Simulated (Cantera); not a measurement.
What does this Cantera script print?

```python
import numpy as np
import cantera as ct

gas_names = """
    C CN CO CO2 C2 CCN CNC C2N2 C2O C3 C3O2 C4 C4N2 C5 Cu CuO Cu2 N NCO NO NO2 NO3 N2 N2O O O2 O3
""".split()
cond_names = """
    C(gr) Cu(cr) Cu(L) CuO(s) Cu2O(s) Cu2O(L)
""".split()


def load(file, names, dense=False):
    # The tables refer to 1 bar. Condensed volumes are neglected.
    table = {s.name: s for s in ct.Species.list_from_file(file)}
    out = []
    for n in names:
        d = dict(table[n].input_data)
        d["thermo"] = dict(d["thermo"], **{"reference-pressure": 1e5})
        if dense:
            d["equation-of-state"] = {"model": "constant-volume", "density": "1e6 g/cm^3"}
        out.append(ct.Species.from_dict(d))
    return out


gas = ct.Solution(thermo="ideal-gas", species=load("nasa_gas.yaml", gas_names))
cond = {s.name: ct.Solution(thermo="fixed-stoichiometry", species=[s], name=s.name)
        for s in load("nasa_condensed.yaml", cond_names, dense=True)}
atoms = {
    'Cu': {'Cu': 1},
    'CO': {'C': 1, 'O': 1},
    'N2': {'N': 2},
    'CO2': {'C': 1, 'O': 2},
}
top_T = {'C(gr)': 4500, 'CuO(s)': 1390}  # K; cautious upper limits of use, not melting points


def equilibrate(T, P, feed):
    n = {}
    for name, mol in feed.items():
        for a, k in atoms[name].items():
            n[a] = n.get(a, 0.0) + k * mol
    gas.TPX = T, P, n
    mass = sum(n.values()) * gas.mean_molecular_weight
    gas.equilibrate("TP")
    valid = [c for c in cond.values() if c.min_temp <= T <= top_T.get(c.name, c.max_temp)]
    mix = ct.Mixture([(gas, mass / gas.mean_molecular_weight)] + [(c, 0.0) for c in valid])
    mix.T, mix.P = T, P
    mix.equilibrate("TP", solver="vcs", rtol=1e-11, max_steps=5000)
    return mix


results = []
feed = {'Cu': 1, 'CO': 1.1, 'N2': 13, 'CO2': 13}  # mol
P = 28000  # Pa
for T in [773, 923, 1073, 1223, 1373, 1523, 1673, 1823]:
    mix = equilibrate(T, P, feed)
    results.append((T, P, feed, dict(zip(mix.species_names, mix.species_moles))))

top = {s: max(r[3][s] / sum(r[3][g] for g in gas_names) for r in results) for s in gas_names}
cols = sorted((s for s in top if top[s] > 1e-05), key=lambda s: -top[s])[:8]
seen = [c for c in cond_names if any(r[3].get(c, 0) > 1e-12 for r in results)]
print("log10 of partial pressures in bar; condensed amounts in mol")
print(f"{'T/K':>10s}" + "".join(f"{s[:9]:>10s}" for s in cols + seen))
for T, P, feed, n in results:
    ng = sum(n[g] for g in gas_names)
    print(f"{T:10.4g}" + "".join(f"{np.log10(max(n[s] / ng * P / 1e5, 1e-99)):10.3f}" for s in cols)
          + "".join(f"{n.get(c, 0):10.4g}" for c in seen))
```

Output:

```
log10 of partial pressures in bar; condensed amounts in mol
       T/K        N2       CO2        CO        Cu        NO        O2    Cu(cr)     Cu(L)
       773    -0.872    -0.872    -1.944   -15.936   -19.436   -26.969         1         0
       923    -0.872    -0.872    -1.944   -12.261   -15.323   -20.750         1         0
      1073    -0.872    -0.872    -1.944    -9.623   -12.364   -16.278         1         0
      1223    -0.872    -0.872    -1.944    -7.639   -10.134   -12.910         1         0
      1373    -0.872    -0.872    -1.944    -6.102    -8.394   -10.284         0    0.9999
      1523    -0.872    -0.872    -1.944    -4.919    -7.000    -8.180         0    0.9988
      1673    -0.872    -0.872    -1.945    -3.954    -5.858    -6.459         0    0.9892
      1823    -0.873    -0.873    -1.944    -3.152    -4.907    -5.027         0    0.9314
```

These are equilibrium values from Cantera (NASA tables, ideal gas, pure condensed phases), not measurements of a reactor.
